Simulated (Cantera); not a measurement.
An isothermal, constant-pressure homogeneous reactor starts with 67.1 % NH3, 32.9 % H2, at 1900 K and 0.132 atm.

Model: the gas-phase N/H chemistry of the illustrative SiF4/NH3 mechanism in the Surface Chemkin manual (1991), integrated in Cantera. Walls and surfaces, which speed up NH3 decomposition in real reactors, are not modelled.

x: mole fraction; the columns are a selection and need not sum to one.

```json
[
 {"t (s)": "3.00e-5", "x NH3": "0.671", "x H2": "0.329", "x N2H2": "5.65e-10", "x N2": "3.00e-11", "x NH2": "1.53e-5"},
 {"t (s)": "9.17e-5", "x NH3": "0.671", "x H2": "0.329", "x N2H2": "8.45e-9", "x N2": "4.86e-9", "x NH2": "4.68e-5"},
 {"t (s)": "0.000280", "x NH3": "0.671", "x H2": "0.329", "x N2H2": "(withheld)", "x N2": "(withheld)", "x NH2": "(withheld)"},
 {"t (s)": "0.000857", "x NH3": "0.670", "x H2": "0.329", "x N2H2": "1.13e-6", "x N2": "3.00e-5", "x NH2": "0.000396"},
 {"t (s)": "0.00262", "x NH3": "0.669", "x H2": "0.330", "x N2H2": "3.18e-6", "x N2": "0.000519", "x NH2": "0.000608"},
 {"t (s)": "0.00801", "x NH3": "0.662", "x H2": "0.335", "x N2H2": "3.21e-6", "x N2": "0.00244", "x NH2": "0.000609"},
 {"t (s)": "0.0245", "x NH3": "0.643", "x H2": "0.348", "x N2H2": "3.07e-6", "x N2": "0.00818", "x NH2": "0.000598"},
 {"t (s)": "0.0749", "x NH3": "(withheld)", "x H2": "(withheld)", "x N2H2": "(withheld)", "x N2": "(withheld)", "x NH2": "0.000564"},
 {"t (s)": "0.229", "x NH3": "0.458", "x H2": "0.477", "x N2H2": "1.88e-6", "x N2": "0.0634", "x NH2": "0.000479"},
 {"t (s)": "0.700", "x NH3": "0.238", "x H2": "0.632", "x N2H2": "7.99e-7", "x N2": "0.130", "x NH2": "0.000310"},
 {"t (s)": "2.14", "x NH3": "0.0498", "x H2": "0.764", "x N2H2": "1.23e-7", "x N2": "0.186", "x NH2": "0.000109"},
 {"t (s)": "6.54", "x NH3": "0.00120", "x H2": "0.797", "x N2H2": "1.13e-9", "x N2": "0.200", "x NH2": "7.57e-6"},
 {"t (s)": "20.0", "x NH3": "0.000110", "x H2": "0.797", "x N2H2": "1.17e-11", "x N2": "0.201", "x NH2": "7.51e-7"}
]
```

Question: Fill in the missing entries.

Answer: 
- 0.000280, x N2H2: 1.05e-7
- 0.000280, x N2: 5.17e-7
- 0.000280, x NH2: 0.000142
- 0.0749, x NH3: 0.589
- 0.0749, x H2: 0.386
- 0.0749, x N2H2: 2.69e-6
- 0.0749, x N2: 0.0243
